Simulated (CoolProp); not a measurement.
R1234ze(E) along the isotherm 64.05 °C: Z from the reference equation and from simpler models built on Tc = 109.4 °C, pc = 3635 kPa, ω = 0.313; each cubic takes its own stable root.

Computed with CoolProp (reference Helmholtz-energy equation of state, Thol 2016).

```json
[
 {"p (kPa)": "363", "phase": "gas", "reference": "0.9431"},
 {"p (kPa)": "727", "phase": "gas", "reference": "0.8799"},
 {"p (kPa)": "1090", "phase": "gas", "reference": "0.8075"},
 {"p (kPa)": "1450", "phase": "liquid", "reference": "0.05811"},
 {"p (kPa)": "1820", "phase": "liquid", "reference": "0.07260"},
 {"p (kPa)": "2180", "phase": "liquid", "reference": "0.08659"},
 {"p (kPa)": "2540", "phase": "liquid", "reference": "0.1005"},
 {"p (kPa)": "2910", "phase": "liquid", "reference": "0.1147"},
 {"p (kPa)": "3270", "phase": "liquid", "reference": "0.1284"},
 {"p (kPa)": "3630", "phase": "liquid", "reference": "0.1420"},
 {"p (kPa)": "4000", "phase": "liquid", "reference": "0.1559"},
 {"p (kPa)": "4360", "phase": "liquid", "reference": "0.1694"},
 {"p (kPa)": "4730", "phase": "liquid", "reference": "0.1832"},
 {"p (kPa)": "5090", "phase": "liquid", "reference": "0.1965"},
 {"p (kPa)": "5450", "phase": "liquid", "reference": "0.2098"}
]
```

Q: How far does each simpler model (van der Waals, Redlich-Kwong, Peng-Robinson) lie from the reference over these 15 states: mean and median of the absolute difference, and the worst?

A: 
- van der Waals: mean 190.1 %, median 61.9 %, worst +1288.7 % at 64.05 °C and 1450 kPa
- Redlich-Kwong: mean 96.5 %, median 19.9 %, worst +1212.7 % at 64.05 °C and 1450 kPa
- Peng-Robinson: mean 1.3 %, median 1.1 %, worst +3.2 % at 64.05 °C and 1450 kPa

At some of these states van der Waals, Redlich-Kwong gives the other phase, because its saturation line lies elsewhere.
